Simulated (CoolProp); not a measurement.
A single-stage vapour-compression cycle with isobutane: evaporating at 290.15 K (dew point), condensing at 349.15 K (bubble point), superheat 2 K, subcooling 8 K, compressor efficiency 0.9, no pressure losses. Each further row changes one setting.

The numbers come from the reference Helmholtz-energy equation of state, Bücker 2006 in CoolProp.

```
case                              cooling COP  pressure ratio  discharge temperature (K)  refrigerating effect (kJ/kg)  volumetric capacity (kJ/m³)
--------------------------------  -----------  --------------  -------------------------  ----------------------------  ---------------------------
as stated                                3.31            4.49                      349.1                           210                         1510
evaporating temperature 295.15 K         3.79            3.85                      349.1                           217                         1800
condensing temperature 344.15 K          3.78            4.03                      344.2                           224                         1610
subcooling 13 K                          3.53            4.49                      349.1                           224                         1610
superheat 12 K                           3.40            4.49                      354.5                           228                         1570
compressor efficiency 0.8                2.94            4.49                      349.1                           210                         1510
```

The compression ends wet for: as stated; evaporating temperature 295.15 K; condensing temperature 344.15 K; subcooling 13 K; compressor efficiency 0.8.
